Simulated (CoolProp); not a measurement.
n-heptane along the isotherm 326.85 °C: fugacity coefficient from the reference equation and from simpler models built on Tc = 268.1 °C, pc = 27.74 bar, ω = 0.349; each cubic takes its own stable root.

Model: reference Helmholtz-energy equation of state, Span 2003, in CoolProp. It is a short technical equation, of lower accuracy than the large ones.

```json
[
 {"p (bar)": "9.25", "phase": "gas", "reference": "0.9212"},
 {"p (bar)": "18.5", "phase": "gas", "reference": "0.8447"},
 {"p (bar)": "27.7", "phase": "gas", "reference": "0.7708"},
 {"p (bar)": "37", "phase": "supercritical", "reference": "0.6985"},
 {"p (bar)": "46.2", "phase": "supercritical", "reference": "0.6308"},
 {"p (bar)": "55.5", "phase": "supercritical", "reference": "0.5699"},
 {"p (bar)": "64.7", "phase": "supercritical", "reference": "0.5213"},
 {"p (bar)": "74", "phase": "supercritical", "reference": "0.4828"},
 {"p (bar)": "83.2", "phase": "supercritical", "reference": "0.4529"},
 {"p (bar)": "92.5", "phase": "supercritical", "reference": "0.4287"},
 {"p (bar)": "102", "phase": "supercritical", "reference": "0.4087"},
 {"p (bar)": "111", "phase": "supercritical", "reference": "0.3933"},
 {"p (bar)": "120", "phase": "supercritical", "reference": "0.3806"},
 {"p (bar)": "129", "phase": "supercritical", "reference": "0.3699"},
 {"p (bar)": "139", "phase": "supercritical", "reference": "0.3602"}
]
```

How far does each simpler model (van der Waals, Redlich-Kwong, Peng-Robinson) lie from the reference over these 15 states: mean and median of the absolute difference, and the worst?


- van der Waals: mean 3.3 %, median 2.0 %, worst +10.7 % at 326.85 °C and 139 bar
- Redlich-Kwong: mean 1.2 %, median 1.2 %, worst -2.3 % at 326.85 °C and 46.2 bar
- Peng-Robinson: mean 1.5 %, median 1.6 %, worst +2.4 % at 326.85 °C and 139 bar
